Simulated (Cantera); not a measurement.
Input: 1 mol MgO, 3.1 mol O2, held at 1825 K and 95.0 mbar.

Equilibrium computed with Cantera from the NASA thermochemical tables; the gas is ideal and each condensed phase is pure. Candidate condensed phases: Mg, MgO; 6 gas species. The numbers say what is thermodynamically allowed, not how fast it happens.

Base state: O2 1.000, O 0.000498 (mole fractions); condensed: MgO(s).

### Question
What changes in the equilibrium state with this change: MgO replaced by MgCO3?

### Answer
| species | before | after |
|---|---|---|
| O2 | 1.000 | 0.756 |
| CO2 | 0 | 0.244 |
| O | 0.000498 | 0.000433 |
| CO | 0 | 0.000241 |
| MgO(s), mol | 1.00 | 1.00 |
Further candidate phases: C, MgCO3.
